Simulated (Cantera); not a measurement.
Charge: 1 mol S, 2.2 mol H2O, 0.96 mol N2, at 3248 K and 4.60 bar.

Equilibrium computed with Cantera from the NASA thermochemical tables; the gas is ideal and each condensed phase is pure. Candidate condensed phases: H2O, H2SO4, S; 35 gas species. The numbers say what is thermodynamically allowed, not how fast it happens.

Base state: H2O 0.240, N2 0.221, H2 0.208, SO 0.0926, H 0.0679, SO2 0.0657, OH 0.0310, S 0.0254 (mole fractions); condensed: gas only.

Task: What changes in the equilibrium state with this change: temperature from 3248 K to 2550 K?

Result: 
| species | before | after |
|---|---|---|
| H2O | 0.240 | 0.352 |
| N2 | 0.221 | 0.246 |
| H2 | 0.208 | 0.184 |
| H | 0.0679 | 0.00623 |
| SO | 0.0926 | 0.0423 |
| OH | 0.0310 | 0.00262 |
| S | 0.0254 | 0.00534 |
| H2S | 0.00359 | 0.0153 |
| S2 | 0.0121 | 0.0452 |
| SO2 | 0.0657 | 0.0825 |
| SH | 0.0195 | 0.0169 |
| N | 1.34e-5 | 1.06e-7 |
| O | 0.00604 | 5.79e-5 |
| O2 | 0.00272 | 4.53e-5 |

Task: What changes in the equilibrium state with this change: temperature from 3248 K to 873 K?

Result: 
| species | before | after |
|---|---|---|
| H2O | 0.240 | 0.485 |
| N2 | 0.221 | 0.272 |
| H2S | 0.00359 | 0.137 |
| H2 | 0.208 | 0.000518 |
| H | 0.0679 | <1e-9 |
| OH | 0.0310 | <1e-9 |
| S | 0.0254 | <1e-9 |
| SO | 0.0926 | 6.08e-7 |
| SH | 0.0195 | 9.57e-7 |
| S2 | 0.0121 | 0.0359 |
| SO2 | 0.0657 | 0.0680 |
| O | 0.00604 | <1e-9 |
| NO | 0.00379 | <1e-9 |
| O2 | 0.00272 | <1e-9 |
| S8 | <1e-9 | 0.000237 |
| SN | 0.000157 | <1e-9 |
Gases not in the tables: S3 to S7.
